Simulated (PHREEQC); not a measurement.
Consider water at 20 °C with 0.0031 mol KHCO3, 0.023 mol NaOH and 0.018 mol LiCl per kg of water. Closed to the air; pH follows from the charge balance.

Computed with PHREEQC (ion-association model, wateq4f.dat).

This is a speciation only: nothing precipitates in the calculation.

Order these C species by the share of C that they hold, largest first: CO3-2, NaCO3-, HCO3-.

CO3-2 (86 %), NaCO3- (13 %), HCO3- (0.49 %)

The pH is 12.38 and the ionic strength 0.0464 mol/kgw.
